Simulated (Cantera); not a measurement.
Feed: 1 mol CH3Cl, 0.25 mol Si, 0.042 mol F2, at 2625 K and 39.0 Pa.

Equilibrium computed with Cantera from the NASA thermochemical tables; the gas is ideal and each condensed phase is pure. Candidate condensed phases: C, C6H6, C7H8, C8H18, Si, SiC; 143 gas species. The tables' values for SiF, SiCl, SiF2 are old estimates; treat these amounts as uncertain. Equilibrium is a limit: real reactors are often held back by kinetics, nucleation or transport.

Base state: H 0.572, Cl 0.219, H2 0.0709, Si 0.0460, HCl 0.0389, HF 0.0198, SiC2 0.0168, C3 0.00810 (mole fractions); condensed: C(graphite).

Question: What changes in the equilibrium state with this change: Si from 0.25 to 0.0074 mol?

Answer: 
```json
[
 {"species": "H", "before": "0.572", "after": "0.604"},
 {"species": "Cl", "before": "0.219", "after": "0.234"},
 {"species": "H2", "before": "0.0709", "after": "0.0791"},
 {"species": "Si", "before": "0.0460", "after": "0.00146"},
 {"species": "SiC2", "before": "0.0168", "after": "0.000532"},
 {"species": "HF", "before": "0.0198", "after": "0.0228"},
 {"species": "HCl", "before": "0.0389", "after": "0.0437"},
 {"species": "Si2C", "before": "4.37e-5", "after": "4.39e-8"},
 {"species": "SiC", "before": "3.85e-5", "after": "1.22e-6"},
 {"species": "SiH", "before": "5.33e-5", "after": "1.79e-6"},
 {"species": "SiCl", "before": "0.000394", "after": "1.33e-5"},
 {"species": "SiF", "before": "0.00116", "after": "3.99e-5"},
 {"species": "C(graphite), mol", "before": "0.743", "after": "0.877"}
]
```
The tables' values for SiF, SiCl are old estimates; treat these amounts as uncertain.
